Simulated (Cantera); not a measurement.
# Catalytic stagnation flow on Pt

A jet of 6.13 % CH4, 7.44 % O2, 86.4 % N2, equivalence ratio 1.6 at 300 K and 0.320 bar hits a platinum plate 7.1 cm away at a mass flux of 0.023 kg/m²/s; the plate temperature is set and raised in steps from an oxygen-covered start.

Computed with Cantera and Deutschmann's 1995 Pt surface mechanism with GRI-Mech 3.0 gas chemistry. Catalytic surfaces can have several steady states; this one follows from the mechanism file's or the stated starting coverage.

```csv
plate T (K),wall x CH4,wall x O2,wall x H2O,wall x OH,wall x CO,wall x CO2,θ free Pt,θ H*,θ CO*,θ C*
900,0.0150,0.00409,0.0793,<1e-8,0.0483,6.11e-5,0.191,0.00158,0.191,0.616
950,0.00986,0.00271,0.0766,<1e-8,0.0536,6.66e-5,0.245,0.00252,0.139,0.614
1000,0.00236,0.000733,0.0723,<1e-8,0.0608,0.000546,0.491,0.00406,0.280,0.225
1050,0.00113,0.000393,0.0696,<1e-8,0.0598,0.00319,0.690,0.00418,0.259,0.0464
1100,0.000806,0.000299,0.0651,<1e-8,0.0553,0.00886,0.813,0.00401,0.169,0.0136
```
x: mole fraction at the wall; θ: surface coverage.
